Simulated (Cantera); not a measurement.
A Cantera script and what it prints.

```python
import numpy as np
import cantera as ct

gas_names = """
    CL CL2 H HCL H2 Si SiCL SiCL2 SiCL3 SiCL4 SiH SiHCL3 SiH2 SiH2CL2 SiH3 SiH3CL SiH4 Si2 Si3
""".split()
cond_names = """
    Si(cr) Si(L)
""".split()


# ... load() reads the species with a 1 bar reference pressure and builds the phases ...
atoms = {
    'SiCl4': {'Si': 1, 'CL': 4},
    'HCl': {'H': 1, 'CL': 1},
    'H2': {'H': 2},
}
top_T = {}  # K; cautious upper limits of use, not melting points


# ... equilibrate(T, P, feed) seeds the gas with the atoms and calls Mixture.equilibrate('TP', solver="vcs", rtol=1e-11, max_steps=5000) ...
results = []
P = 57000  # Pa
for T in [823, 898, 973, 1048, 1123, 1198, 1273, 1348, 1423, 1498, 1573, 1648, 1723]:
    for m in [28, 34, 41, 50, 60, 73, 89, 110, 130, 160, 190]:
        feed = {'SiCl4': 1, 'HCl': 0.057, 'H2': m}  # mol
        mix = equilibrate(T, P, feed)
        results.append((T, P, feed, dict(zip(mix.species_names, mix.species_moles))))

for T, P, feed, n in results:
    print(f"{T:7g} {feed['H2']:10.4g}  " + (" + ".join(c for c in cond_names if n.get(c, 0) > 1e-12) or "gas only"))
```

Result:

```
    823         28  gas only
    823         34  gas only
    823         41  gas only
    823         50  gas only
    823         60  gas only
    823         73  gas only
    823         89  gas only
    823        110  gas only
    823        130  gas only
    823        160  gas only
    823        190  gas only
    898         28  gas only
    898         34  gas only
    898         41  gas only
    898         50  gas only
    898         60  gas only
    898         73  gas only
    898         89  gas only
    898        110  gas only
    898        130  gas only
    898        160  gas only
    898        190  gas only
    973         28  gas only
    973         34  gas only
    973         41  gas only
    973         50  gas only
    973         60  gas only
    973         73  gas only
    973         89  gas only
    973        110  gas only
    973        130  gas only
    973        160  gas only
    973        190  Si(cr)
   1048         28  gas only
   1048         34  gas only
   1048         41  gas only
   1048         50  gas only
   1048         60  Si(cr)
   1048         73  Si(cr)
   1048         89  Si(cr)
   1048        110  Si(cr)
   1048        130  Si(cr)
   1048        160  Si(cr)
   1048        190  Si(cr)
   1123         28  Si(cr)
   1123         34  Si(cr)
   1123         41  Si(cr)
   1123         50  Si(cr)
   1123         60  Si(cr)
   1123         73  Si(cr)
   1123         89  Si(cr)
   1123        110  Si(cr)
   1123        130  Si(cr)
   1123        160  Si(cr)
   1123        190  Si(cr)
   1198         28  Si(cr)
   1198         34  Si(cr)
   1198         41  Si(cr)
   1198         50  Si(cr)
   1198         60  Si(cr)
   1198         73  Si(cr)
   1198         89  Si(cr)
   1198        110  Si(cr)
   1198        130  Si(cr)
   1198        160  Si(cr)
   1198        190  Si(cr)
   1273         28  Si(cr)
   1273         34  Si(cr)
   1273         41  Si(cr)
   1273         50  Si(cr)
   1273         60  Si(cr)
   1273         73  Si(cr)
   1273         89  Si(cr)
   1273        110  Si(cr)
   1273        130  Si(cr)
   1273        160  Si(cr)
   1273        190  Si(cr)
   1348         28  Si(cr)
   1348         34  Si(cr)
   1348         41  Si(cr)
   1348         50  Si(cr)
   1348         60  Si(cr)
   1348         73  Si(cr)
   1348         89  Si(cr)
   1348        110  Si(cr)
   1348        130  Si(cr)
   1348        160  Si(cr)
   1348        190  Si(cr)
   1423         28  Si(cr)
   1423         34  Si(cr)
   1423         41  Si(cr)
   1423         50  Si(cr)
   1423         60  Si(cr)
   1423         73  Si(cr)
   1423         89  Si(cr)
   1423        110  Si(cr)
   1423        130  Si(cr)
   1423        160  Si(cr)
   1423        190  Si(cr)
   1498         28  Si(cr)
   1498         34  Si(cr)
   1498         41  Si(cr)
   1498         50  Si(cr)
   1498         60  Si(cr)
   1498         73  Si(cr)
   1498         89  Si(cr)
   1498        110  Si(cr)
   1498        130  Si(cr)
   1498        160  Si(cr)
   1498        190  Si(cr)
   1573         28  Si(cr)
   1573         34  Si(cr)
   1573         41  Si(cr)
   1573         50  Si(cr)
   1573         60  Si(cr)
   1573         73  Si(cr)
   1573         89  Si(cr)
   1573        110  Si(cr)
   1573        130  Si(cr)
   1573        160  Si(cr)
   1573        190  Si(cr)
   1648         28  Si(cr)
   1648         34  Si(cr)
   1648         41  Si(cr)
   1648         50  Si(cr)
   1648         60  Si(cr)
   1648         73  Si(cr)
   1648         89  Si(cr)
   1648        110  Si(cr)
   1648        130  Si(cr)
   1648        160  Si(cr)
   1648        190  Si(cr)
   1723         28  Si(L)
   1723         34  Si(L)
   1723         41  Si(L)
   1723         50  Si(L)
   1723         60  Si(L)
   1723         73  Si(L)
   1723         89  Si(L)
   1723        110  Si(L)
   1723        130  Si(L)
   1723        160  Si(L)
   1723        190  Si(L)
```

Cantera equilibrium calculation (NASA polynomials, part measured and part estimated; ideal gas, pure solids and liquids). The tables' values for SiCl3 are old estimates.
